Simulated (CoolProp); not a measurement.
Vapour pressure (bar) of octamethyltrisiloxane (MDM): the reference equation beside estimates from Tc = 292.2 °C, pc = 14.38 bar, ω = 0.528. Clausius-Clapeyron is anchored at 59.65 °C with a constant enthalpy of vaporisation of 45.12 kJ/mol.

Values from CoolProp's reference Helmholtz-energy equation of state, Thol 2017.

| T (°C) | reference | Lee-Kesler | Clausius-Clapeyron | van der Waals | Redlich-Kwong | Soave-Redlich-Kwong | Peng-Robinson |
|---|---|---|---|---|---|---|---|
| 31.55 | 0.007578 | 0.007970 | 0.007968 | 0.6528 | 0.08667 | 0.008022 | 0.008910 |
| 37.15 | 0.01063 | 0.01108 | 0.01099 | 0.7319 | 0.1082 | 0.01115 | 0.01227 |
| 42.85 | 0.01478 | 0.01527 | 0.01507 | 0.8191 | 0.1342 | 0.01536 | 0.01675 |
| 48.45 | 0.02012 | 0.02066 | 0.02032 | 0.9115 | 0.1643 | 0.02075 | 0.02246 |
| 54.05 | 0.02703 | 0.02758 | 0.02712 | 1.011 | 0.1995 | 0.02769 | 0.02974 |
| 59.65 | 0.03585 | 0.03639 | 0.03585 | 1.117 | 0.2402 | 0.03651 | 0.03894 |
| 65.25 | 0.04698 | 0.04746 | 0.04696 | 1.232 | 0.2870 | 0.04759 | 0.05044 |
| 70.95 | 0.06114 | 0.06153 | 0.06124 | 1.356 | 0.3415 | 0.06166 | 0.06494 |
| 76.55 | 0.07834 | 0.07860 | 0.07884 | 1.485 | 0.4024 | 0.07871 | 0.08243 |
| 82.15 | 0.09938 | 0.09943 | 0.1007 | 1.623 | 0.4711 | 0.09953 | 0.1037 |
| 87.75 | 0.1249 | 0.1247 | 0.1276 | 1.770 | 0.5483 | 0.1247 | 0.1293 |
| 93.45 | 0.1561 | 0.1555 | 0.1612 | 1.927 | 0.6362 | 0.1555 | 0.1605 |
| 99.05 | 0.1927 | 0.1917 | 0.2015 | 2.091 | 0.7324 | 0.1917 | 0.1969 |
| 104.65 | 0.2359 | 0.2345 | 0.2501 | 2.264 | 0.8388 | 0.2344 | 0.2398 |
| 110.25 | 0.2867 | 0.2846 | 0.3084 | 2.446 | 0.9562 | 0.2845 | 0.2901 |

Absolute difference from the reference over all 15 rows, mean and median: Lee-Kesler 1.6 and 0.7 %, Clausius-Clapeyron 2.5 and 2.0 %, van der Waals 2989.8 and 2117.9 %, Redlich-Kwong 524.5 and 458.6 %, Soave-Redlich-Kwong 1.8 and 0.9 %, Peng-Robinson 7.4 and 6.2 %.
